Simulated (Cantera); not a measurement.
Charge: 1 mol SiHCl3, 0.42 mol HCl, 5.5 mol H2, held at 827 °C.

Method: chemical equilibrium by Gibbs-energy minimisation in Cantera with the NASA 1993 tables (ideal gas, pure condensed phases). Candidate condensed phases: Si; 19 gas species. The tables' values for SiCl3 are old estimates; treat these amounts as uncertain. The numbers say what is thermodynamically allowed, not how fast it happens.

x: gas mole fraction; n: condensed amount in mol.

| P (Pa) | x H2 | x HCl | x SiCl4 | x SiHCl3 | x SiCl2 | x SiCl3 | n Si(s) |
|---|---|---|---|---|---|---|---|
| 100 | 0.779 | 0.113 | 0.0574 | 0.00585 | 0.0332 | 0.0117 | 0.198 |
| 350 | 0.802 | … | … | … | … | 0.01000 | 0.198 |
| 1300 | 0.821 | 0.0662 | 0.0796 | 0.0146 | 0.0109 | 0.00788 | 0.183 |
| 4500 | 0.833 | 0.0495 | 0.0838 | 0.0208 | 0.00599 | 0.00601 | 0.162 |
| 16000 | 0.842 | 0.0363 | 0.0843 | 0.0289 | 0.00319 | 0.00439 | 0.135 |
| 56000 | 0.847 | … | 0.0815 | … | … | 0.00313 | … |
| 200000 | 0.848 | 0.0189 | 0.0757 | 0.0502 | 0.000854 | 0.00215 | 0.0689 |

Q: What belongs in the gaps?

A: 
- 56000, x HCl: 0.0264
- 56000, x SiHCl3: 0.0386
- 56000, x SiCl2: 0.00167
- 56000, n Si(s): 0.104
- 350, x HCl: 0.0881
- 350, x SiCl4: 0.0706
- 350, x SiHCl3: 0.00948
- 350, x SiCl2: 0.0197
